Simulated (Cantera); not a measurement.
A freely propagating, adiabatic, planar premixed flame of H2 : O2 : N2 : H2O = 1 : 0.633 : 2.91 : 0.14 (molar parts), equivalence ratio 0.79, unburnt at 500 K and 13300 Pa; mixture-averaged transport, grid criteria slope 0.08 and curve 0.16, no radiation.

Model: the H2/O2 subset of GRI-Mech 3.0, which has no nitrogen chemistry, integrated in Cantera. Burning velocities carry a grid error of a few per cent, more on coarse grids.

x: mole fraction of selected species; z is measured from the peak of heat release.

| z (mm) | T (K) | u (m/s) | x H2 | x O2 | x H2O | x O | x H | x HO2 |
|---|---|---|---|---|---|---|---|---|
| -18.6 | 500 | 2.97 | 0.214 | 0.135 | 0.0299 | <1e-8 | <1e-8 | <1e-8 |
| -12.4 | 500 | 2.97 | 0.214 | 0.135 | 0.0299 | <1e-8 | <1e-8 | <1e-8 |
| -9.28 | 500 | 2.97 | 0.214 | 0.135 | 0.0299 | <1e-8 | <1e-8 | <1e-8 |
| -6.19 | 500 | 2.97 | 0.214 | 0.135 | 0.0299 | <1e-8 | <1e-8 | (withheld) |
| -3.09 | 506 | 3.00 | 0.211 | 0.135 | 0.0303 | 3.22e-6 | 6.25e-5 | (withheld) |
| -1.55 | 650 | 3.79 | 0.188 | 0.132 | 0.0431 | 0.000108 | 0.00364 | (withheld) |
| 0 | 1012 | 5.73 | 0.102 | 0.102 | 0.112 | 0.00377 | 0.0292 | (withheld) |
| 1.55 | 1277 | 7.15 | 0.0330 | 0.0566 | 0.192 | 0.0100 | 0.0450 | (withheld) |
| 3.09 | 1399 | 7.78 | 0.0241 | 0.0474 | 0.208 | 0.0109 | 0.0396 | (withheld) |
| 6.19 | 1528 | 8.43 | 0.0228 | 0.0438 | 0.217 | 0.00987 | 0.0296 | (withheld) |
| 12.4 | 1659 | 9.08 | 0.0205 | 0.0406 | 0.227 | 0.00808 | 0.0199 | (withheld) |
| 24.7 | 1782 | 9.66 | 0.0166 | 0.0377 | 0.237 | 0.00592 | 0.0118 | (withheld) |
| 49.5 | 1886 | 10.1 | 0.0119 | 0.0352 | 0.247 | 0.00385 | 0.00605 | (withheld) |

Some entries are withheld; supply them.


- -6.19, x HO2: 8.81e-8
- -3.09, x HO2: 6.87e-5
- -1.55, x HO2: 5.09e-5
- 0, x HO2: 1.91e-5
- 1.55, x HO2: 8.55e-6
- 3.09, x HO2: 6.12e-6
- 6.19, x HO2: 4.68e-6
- 12.4, x HO2: 3.53e-6
- 24.7, x HO2: 2.57e-6
- 49.5, x HO2: 1.79e-6
